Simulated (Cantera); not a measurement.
An isothermal, constant-pressure homogeneous reactor starts with CH4 : H2 : H = 0.019 : 1 : 0.0027 (molar parts), at 1350 K and 0.133 bar. Integrator tolerance rtol = 1e-08.

Cantera simulation using GRI-Mech 3.0 (53 species, 325 reactions); the numbers are that mechanism's predictions, not measurements. GRI-Mech 3.0 stops at C3 and has no aromatics, soot or wall deposition, so with more carbon than oxygen in the feed, carbon stays in small species such as C2H2 where larger ones or solid carbon would form.

Question: What does this change do: temperature 1350 to 1925 K?

Answer: 
| quantity | before | after |
|---|---|---|
| x(CH4) at 2.00 s | 0.0184 (gas-phase equilibrium 0.0170) | 0.000313 (gas-phase equilibrium 0.000301) |
| x(H2) at 2.00 s | 0.982 (gas-phase equilibrium 0.982) | 0.988 (gas-phase equilibrium 0.988) |
| x(H) at 2.00 s | 6.12e-6 (gas-phase equilibrium 6.51e-6) | 0.00262 (gas-phase equilibrium 0.00262) |
| x(C2H2) at 2.00 s | 0.000102 (gas-phase equilibrium 0.000657) | 0.00895 (gas-phase equilibrium 0.00896) |
| x(C2H6) at 2.00 s | 2.65e-7 (gas-phase equilibrium 5.18e-7) | 1.19e-9 (gas-phase equilibrium 1.13e-9) |
| x(CH2) at 2.00 s | 9.42e-12 (gas-phase equilibrium 9.90e-12) | 5.40e-8 (gas-phase equilibrium 5.20e-8) |
